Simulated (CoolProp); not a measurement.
A closed Brayton cycle with nitrogen: compressor inlet 323.15 K and 4.5 MPa, high pressure 14.1 MPa, turbine inlet 910 K, compressor efficiency 0.8, turbine efficiency 0.9, recuperator effectiveness 0 (on enthalpy, no pinch check). Each further row changes one setting.

Computed with CoolProp (reference Helmholtz-energy equation of state, Span 2000).

| case | thermal efficiency (%) | net work (kJ/kg) | compressor to turbine work | compressor exit (K) | turbine exit (K) |
|---|---|---|---|---|---|
| as stated | 16.6 | 80.6 | 0.67 | 480.2 | 696.2 |
| turbine inlet 860 K | ___ | ___ | ___ | 480.2 | 656.1 |
| compressor inlet 333.15 K | 16.0 | 75.2 | 0.70 | 494.8 | 696.2 |
| high pressure 12 MPa | 15.1 | ___ | 0.64 | 454.8 | 723.1 |
| recuperator effectiveness 0.5 | 21.9 | 80.6 | 0.67 | 480.2 | 696.2 |

Task: What belongs in the gaps?

Result: 
- turbine inlet 860 K, thermal efficiency (%): 15.6
- turbine inlet 860 K, net work (kJ/kg): 66.9
- turbine inlet 860 K, compressor to turbine work: 0.71
- high pressure 12 MPa, net work (kJ/kg): 77.1
